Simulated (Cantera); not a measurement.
An isothermal, constant-pressure homogeneous reactor starts with 1.71 % H2, 95.2 % O2, 3.05 % N2, equivalence ratio 0.0090, at 1423 K and 3.15 Torr.

Detailed kinetics in Cantera: GRI-Mech 3.0 (53 species, 325 reactions). Radical loss at walls, strong at low pressure, is not modelled.

Task: Predict: x(H2) at 3.00 s; x(O2) at 3.00 s; x(O) at 3.00 s; x(HO2) at 3.00 s; x(OH) at 3.00 s; x(H2O) at 3.00 s; x(H2O2) at 3.00 s.

Result: 
- x(H2) at 3.00 s: 4.86e-5 (gas-phase equilibrium 1.76e-7)
- x(O2) at 3.00 s: 0.945 (gas-phase equilibrium 0.952)
- x(O) at 3.00 s: 0.00592 (gas-phase equilibrium 2.04e-5)
- x(HO2) at 3.00 s: 1.31e-7 (gas-phase equilibrium 3.57e-8)
- x(OH) at 3.00 s: 0.00153 (gas-phase equilibrium 9.21e-5)
- x(H2O) at 3.00 s: 0.0163 (gas-phase equilibrium 0.0172)
- x(H2O2) at 3.00 s: 3.78e-9 (gas-phase equilibrium 1.42e-10)
